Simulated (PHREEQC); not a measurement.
Consider water at 25 °C with 0.073 mol/kgw HF and 0.018 mol/kgw KOH. Closed to the air; pH follows from the charge balance.

Computed with PHREEQC (ion-association model, phreeqc.dat).

```
quantity                  before   after
------------------------  ------  ------
pH                          2.65    3.11
ionic strength (mol/kgw)  0.0205  0.0189
HF (mol/kgw)              0.0493  0.0508
F- (mol/kgw)              0.0172  0.0155
```

Problem. What was changed between the two runs?
A) temperature from 25 to 85 °C
B) HF from 0.073 to 0.0146 mol/kgw
C) KOH left out
D) HF from 0.073 to 0.0803 mol/kgw
E) HF replaced by NH4HF2 at the same molality

Solution. A, temperature from 25 to 85 °C

No solid was allowed to form. Constants without temperature data keep their 25 °C values here.
